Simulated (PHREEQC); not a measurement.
Make-up at 25 °C: 0.22 mol/kgw KF and 0.0031 mol/kgw LiNO3. Closed to the air; pH follows from the charge balance.

Equilibrium calculation in PHREEQC: ion-association model, phreeqc.dat.

```tsv
quantity	before	after
pH	8.22	7.86
HF (mol/kgw)	1.31e-6	7.45e-7
HF2- (mol/kgw)	1.09e-6	1.26e-7
```

Problem. Which change was made?
A. diluted 5-fold with water
B. 0.0088 mol/kgw HF added
C. diluted 10-fold with water
D. temperature from 25 to 60 °C
E. KF from 0.22 to 0.44 mol/kgw

Solution. A, diluted 5-fold with water

No solid was allowed to form.
